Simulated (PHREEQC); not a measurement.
# Metal-bearing waste water

Solution (20 °C): 55 mmol/kgw FeSO4, 4.8 mmol/kgw CaCl2, 0.055 mmol/kgw NaH2PO4 and 5.5 mmol/kgw Na2SO4. Closed to the air; pH follows from the charge balance.

Equilibrium calculation in PHREEQC: ion-association model, wateq4f.dat.

This is a speciation only: nothing precipitates in the calculation.

Question: What pH does the model give?

Answer: pH 5.58.

Question: In which forms is Cl present?

Answer: Cl- 98 %, FeCl+ 1.6 % of the Cl.

Examples of supersaturated solids here: Vivianite. Others may be too. H3PO4, which wateq4f.dat lacks, is added to it with the constant of phreeqc.dat.
